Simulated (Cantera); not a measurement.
Input (Python, Cantera):

```python
import numpy as np
import cantera as ct

gas = ct.Solution("gri30.yaml")
gas.TPX = 1400, 400000, {'CH4': 1, 'C2H6': 0.11, 'C3H8': 0.46, 'O2': 2.6, 'N2': 9.79, 'H2O': 2.1}
reactor = ct.IdealGasConstPressureReactor(gas, energy="on", clone=False)
net = ct.ReactorNet([reactor])
net.rtol, net.atol = 1e-08, 1e-16
show = ['CH4', 'C2H6', 'C3H8', 'CO', 'CO2', 'CH3', 'H2']
times = np.geomspace(1e-06, 0.2, 16)

steps = ct.SolutionArray(gas, extra=["t"])
rows = []
print(f"{'t/s':>10s}{'T/K':>9s}{'P/Pa':>11s}" + "".join(f"{s:>11s}" for s in show))
for t in times:
    while net.time < t:
        t_next = net.step()
        steps.append(gas.state, t=t_next)
    rows.append([np.interp(t, steps.t, y) for y in (steps.T, steps.P, *steps(*show).X.T)])
    print(f"{t:10.3e}{rows[-1][0]:9.1f}{rows[-1][1]:11.4g}" + "".join(f"{x:11.3e}" for x in rows[-1][2:]))
rate = np.gradient(steps.T, steps.t)
print("integrator steps:", len(steps.t))
if steps.T.max() > steps.T[0] + 200:
    print(f"time of steepest temperature rise: {steps.t[rate.argmax()]:.4e} s")
gas.TPX = 1400, 400000, {'CH4': 1, 'C2H6': 0.11, 'C3H8': 0.46, 'O2': 2.6, 'N2': 9.79, 'H2O': 2.1}
gas.equilibrate("HP")
print(f"equilibrium (HP): T = {gas.T:.1f} K  " + "  ".join(f"{s} {gas[s].X[0]:.3e}" for s in show))
```

It prints:

```
       t/s      T/K       P/Pa        CH4       C2H6       C3H8         CO        CO2        CH3         H2
 1.000e-06   1399.8      4e+05  6.226e-02  6.847e-03  2.861e-02  1.999e-09  3.981e-10  3.171e-05  5.514e-06
 2.256e-06   1399.5      4e+05  6.226e-02  6.842e-03  2.857e-02  2.270e-08  4.741e-09  7.808e-05  1.860e-05
 5.091e-06   1398.9      4e+05  6.223e-02  6.832e-03  2.844e-02  3.378e-07  6.261e-08  1.800e-04  6.143e-05
 1.149e-05   1398.3      4e+05  6.216e-02  6.839e-03  2.800e-02  5.782e-06  6.671e-07  3.327e-04  2.266e-04
 2.592e-05   1398.7      4e+05  6.197e-02  6.967e-03  2.684e-02  5.545e-05  3.184e-06  3.800e-04  7.068e-04
 5.848e-05   1401.6      4e+05  6.145e-02  7.209e-03  2.400e-02  3.919e-04  1.094e-05  3.952e-04  2.033e-03
 1.320e-04   1431.7      4e+05  5.845e-02  6.935e-03  1.461e-02  4.209e-03  8.210e-05  5.720e-04  8.401e-03
 2.977e-04   2455.8      4e+05  3.572e-06  2.329e-12  1.808e-18  1.062e-01  3.281e-02  1.814e-06  1.158e-01
 6.718e-04   2454.1      4e+05  4.708e-11  6.344e-22  2.026e-32  1.062e-01  3.281e-02  2.575e-11  1.158e-01
 1.516e-03   2454.0      4e+05  4.667e-11  6.117e-22  1.870e-32  1.062e-01  3.281e-02  2.553e-11  1.158e-01
 3.420e-03   2454.0      4e+05  4.672e-11  6.128e-22  1.875e-32  1.062e-01  3.281e-02  2.554e-11  1.158e-01
 7.717e-03   2453.9      4e+05  4.678e-11  6.143e-22  1.881e-32  1.062e-01  3.281e-02  2.557e-11  1.158e-01
 1.741e-02   2453.8      4e+05  4.682e-11  6.153e-22  1.885e-32  1.062e-01  3.281e-02  2.558e-11  1.159e-01
 3.928e-02   2453.8      4e+05  4.683e-11  6.154e-22  1.886e-32  1.062e-01  3.281e-02  2.559e-11  1.159e-01
 8.864e-02   2453.8      4e+05  4.683e-11  6.154e-22  1.886e-32  1.062e-01  3.281e-02  2.559e-11  1.159e-01
 2.000e-01   2453.8      4e+05  4.683e-11  6.154e-22  1.886e-32  1.062e-01  3.281e-02  2.559e-11  1.159e-01
integrator steps: 1806
time of steepest temperature rise: 1.8551e-04 s
equilibrium (HP): T = 2453.8 K  CH4 5.307e-11  C2H6 7.618e-22  C3H8 2.453e-32  CO 1.062e-01  CO2 3.281e-02  CH3 2.900e-11  H2 1.159e-01
```

Detailed kinetics in Cantera: GRI-Mech 3.0 (53 species, 325 reactions). GRI-Mech 3.0 was tuned for natural gas; its chemistry of propane as a main component is partial and can be far from experiment.
